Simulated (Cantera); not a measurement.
A closed system holds: 1 mol (CH3)2SiCl2, 0.27 mol C2H2, 20 mol H2, held at 0.250 bar.

Cantera equilibrium calculation (NASA polynomials, part measured and part estimated; ideal gas, pure solids and liquids). Candidate condensed phases: C, C6H6, C7H8, C8H18, Si, SiC; 109 gas species. The feed counts by its element totals alone. The tables' values for SiCl, SiCl3 are old estimates; treat these amounts as uncertain. Gases not in the tables: Si2H6 and higher silanes. The numbers say what is thermodynamically allowed, not how fast it happens.

x: gas mole fraction; n: condensed amount in mol.

```json
[
 {"T (K)": "1723", "x H2": "0.917", "x HCl": "0.0815", "x H": "0.000349", "x Si": "6.56e-8", "x C2H2 (acetylene)": "8.30e-5", "n C(graphite)": "1.54", "n SiC(s)": "0.989"},
 {"T (K)": "1873", "x H2": "0.917", "x HCl": "0.0809", "x H": "0.00124", "x Si": "1.17e-6", "x C2H2 (acetylene)": "0.000286", "n C(graphite)": "1.54", "n SiC(s)": "0.983"},
 {"T (K)": "2023", "x H2": "0.914", "x HCl": "0.0800", "x H": "0.00363", "x Si": "1.36e-5", "x C2H2 (acetylene)": "0.000817", "n C(graphite)": "1.52", "n SiC(s)": "0.975"},
 {"T (K)": "2173", "x H2": "0.908", "x HCl": "0.0787", "x H": "?", "x Si": "?", "x C2H2 (acetylene)": "?", "n C(graphite)": "1.48", "n SiC(s)": "0.961"},
 {"T (K)": "2323", "x H2": "0.894", "x HCl": "0.0765", "x H": "0.0206", "x Si": "0.000698", "x C2H2 (acetylene)": "0.00433", "n C(graphite)": "1.39", "n SiC(s)": "0.925"},
 {"T (K)": "2473", "x H2": "0.867", "x HCl": "0.0729", "x H": "?", "x Si": "?", "x C2H2 (acetylene)": "?", "n C(graphite)": "1.28", "n SiC(s)": "?"},
 {"T (K)": "2623", "x H2": "0.810", "x HCl": "0.0665", "x H": "0.0758", "x Si": "0.0144", "x C2H2 (acetylene)": "0.0144", "n C(graphite)": "1.24", "n SiC(s)": "0.190"}
]
```

Q: What belongs in the gaps?

A: 
- 2173, x H: 0.00920
- 2173, x Si: 0.000112
- 2173, x C2H2 (acetylene): 0.00200
- 2473, x H: 0.0415
- 2473, x Si: 0.00348
- 2473, x C2H2 (acetylene): 0.00835
- 2473, n SiC(s): 0.785
